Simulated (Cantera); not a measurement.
Charge: 1 mol PbO, 0.05 mol CO, 0.79 mol N2, at 0.0133 bar.

These are equilibrium values from Cantera (NASA tables, ideal gas, pure condensed phases), not measurements of a reactor. Candidate condensed phases: C, Pb, PbO, PbO2, Pb3O4; 27 gas species. Each liquid is taken as pure. Mutual solubility and eutectic melting of coexisting phases are not modelled. Gases not in the tables: (PbO)n polymers. Rates play no part.

x: gas mole fraction; n: condensed amount in mol.

| T (K) | x N2 | x PbO | x Pb | x CO2 | x O2 | x NO | x CO | n Pb(l) | n PbO(yellow) | n PbO(l) |
|---|---|---|---|---|---|---|---|---|---|---|
| 1125 | 0.926 | 0.000904 | 0.0142 | 0.0586 | 8.76e-9 | 2.35e-8 | 1.44e-5 | 0.0379 | 0.949 | 0 |
| 1175 | 0.907 | 0.00302 | 0.0327 | 0.0574 | 5.82e-8 | 9.09e-8 | 1.97e-5 | 0.0215 | 0 | 0.947 |
| 1225 | 0.880 | 0.00847 | 0.0557 | 0.0557 | 4.50e-7 | 3.65e-7 | 2.23e-5 | 0 | 0 | 0.942 |
| 1275 | 0.868 | 0.0217 | 0.0550 | 0.0549 | 8.05e-6 | 2.18e-6 | 1.54e-5 | 0 | 0 | 0.930 |
| 1325 | 0.841 | (withheld) | 0.0535 | 0.0532 | (withheld) | (withheld) | (withheld) | 0 | 0 | 0.901 |
| 1375 | 0.782 | (withheld) | 0.0523 | 0.0495 | (withheld) | (withheld) | (withheld) | 0 | 0 | (withheld) |
| 1425 | 0.647 | 0.241 | 0.0609 | 0.0409 | 0.00990 | 0.000164 | 5.34e-6 | 0 | 0 | 0.631 |
| 1475 | 0.416 | 0.437 | 0.0892 | 0.0263 | 0.0313 | 0.000303 | 4.31e-6 | 0 | 0 | 0 |

**Question.** Some entries are withheld; supply them.

**Answer.** 
- 1375, x PbO: 0.115
- 1375, x O2: 0.00141
- 1375, x NO: 5.12e-5
- 1375, x CO: 7.22e-6
- 1375, n PbO(l): 0.831
- 1325, x PbO: 0.0518
- 1325, x O2: 0.000118
- 1325, x NO: 1.14e-5
- 1325, x CO: 1.06e-5
